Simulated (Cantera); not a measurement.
A closed system holds: 1 mol MgO, 0.01 mol Cl2, 0.038 mol H2, equilibrated at 0.0290 bar.

Cantera equilibrium calculation (NASA polynomials, part measured and part estimated; ideal gas, pure solids and liquids). Candidate condensed phases: H2O, Mg, MgCl2, MgO, Mg(OH)2; 22 gas species. The numbers say what is thermodynamically allowed, not how fast it happens.

x: gas mole fraction; n: condensed amount in mol.

```csv
T (K),x H2,x HCl,x H2O,x MgCl2,x H,x Cl,n MgO(s)
950,0.583,0.414,0.00113,0.00113,…,1.69e-9,1.000
1000,0.583,0.413,0.00178,0.00178,…,6.71e-9,1.000
1050,0.583,0.411,0.00269,0.00269,…,2.34e-8,1.000
1100,0.583,0.409,0.00389,0.00389,…,7.28e-8,1.000
1150,0.583,0.406,0.00543,0.00543,…,2.05e-7,1.000
1200,0.583,0.402,0.00734,0.00734,…,5.29e-7,1.000
1250,0.583,0.397,0.00965,0.00965,…,1.26e-6,1.000
1300,0.583,0.392,0.0124,0.0124,…,2.81e-6,0.999
1350,0.583,0.386,0.0155,0.0155,…,5.89e-6,0.999
1400,0.583,0.379,0.0190,0.0190,…,1.17e-5,0.999
1450,0.583,0.371,0.0229,0.0229,…,2.20e-5,0.999
```

Question: Fill in the missing entries.

Answer: 
- 950, x H: 2.50e-9
- 1000, x H: 1.02e-8
- 1050, x H: 3.64e-8
- 1100, x H: 1.16e-7
- 1150, x H: 3.35e-7
- 1200, x H: 8.85e-7
- 1250, x H: 2.17e-6
- 1300, x H: 4.96e-6
- 1350, x H: 1.07e-5
- 1400, x H: 2.18e-5
- 1450, x H: 4.24e-5
